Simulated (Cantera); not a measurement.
Feed: 1 mol Cr₂O₃, 1700 mol H₂, 2.3 mol N₂, held at 675 °C.

Method: chemical equilibrium by Gibbs-energy minimisation in Cantera with the NASA 1993 tables (ideal gas, pure condensed phases). Candidate condensed phases: Cr, CrN, Cr₂N, Cr₂O₃, H₂O; 29 gas species. Kinetics and transport are ignored.

x: gas mole fraction; n: condensed amount in mol.

| P (Pa) | x H₂ | x N₂ | x NH₃ | x H₂O | n Cr(s) | n Cr₂O₃(s) | n Cr₂N(s) | n CrN(s) |
|---|---|---|---|---|---|---|---|---|
| 10 | 0.999 | 0.00135 | 3.07e-9 | 3.57e-6 | 0.00405 | 0.998 | 0 | 0 |
| 52 | 0.999 | 0.00135 | 1.59e-8 | 3.57e-6 | 0.00405 | 0.998 | 0 | 0 |
| 270 | 0.999 | 0.00135 | 8.28e-8 | 4.54e-6 | 0 | 0.997 | 0.00258 | 0 |
| 1400 | 0.999 | 0.00135 | 4.29e-7 | 5.97e-6 | 0 | 0.997 | 0.00339 | 0 |
| 7200 | 0.999 | 0.00135 | ___ | ___ | 0 | 0.996 | ___ | 0 |
| 37000 | 0.999 | 0.00134 | 1.13e-5 | 1.11e-5 | 0 | 0.994 | 0 | 0.0126 |
| 190000 | 0.999 | 0.00132 | ___ | ___ | 0 | 0.989 | 0 | ___ |
| 1000000 | 0.998 | 0.00120 | 0.000288 | 3.22e-5 | 0 | 0.982 | 0 | 0.0365 |

Question: Complete the blanks.

Answer: 
- 190000, x NH₃: 5.75e-5
- 190000, x H₂O: 1.91e-5
- 190000, n CrN(s): 0.0217
- 7200, x NH₃: 2.21e-6
- 7200, x H₂O: 7.84e-6
- 7200, n Cr₂N(s): 0.00445
